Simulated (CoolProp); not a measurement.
Propyne along the isotherm 134.05 °C: Z from the reference equation and from simpler models built on Tc = 129.6 °C, pc = 5.658 MPa, ω = 0.204; each cubic takes its own stable root.

The numbers come from the reference Helmholtz-energy equation of state, Polt 1992 in CoolProp. This equation is an older, rougher fit; its heat capacities, sound speeds and derivatives of the liquid may be far off and weren't checked against measurements.

| p (MPa) | phase | reference | Redlich-Kwong | Soave-Redlich-Kwong |
|---|---|---|---|---|
| 0.0447 | gas | 0.9973 | 0.9974 | 0.9974 |
| 0.0723 | gas | 0.9957 | 0.9958 | 0.9958 |
| 0.117 | gas | 0.9930 | 0.9931 | 0.9932 |
| 0.189 | gas | 0.9887 | 0.9889 | 0.9889 |
| 0.305 | gas | 0.9817 | 0.9820 | 0.9821 |
| 0.492 | gas | 0.9702 | 0.9708 | 0.9709 |
| 0.795 | gas | 0.9514 | 0.9522 | 0.9524 |
| 1.28 | gas | 0.9202 | 0.9215 | 0.9219 |
| 2.08 | gas | 0.8657 | 0.8677 | 0.8683 |
| 3.35 | gas | 0.7675 | 0.7708 | 0.7721 |
| 5.42 | gas | 0.5265 | 0.5371 | 0.5429 |
| 8.75 | supercritical | 0.2574 | 0.3020 | 0.3043 |
| 14.1 | supercritical | 0.3686 | 0.4140 | 0.4155 |
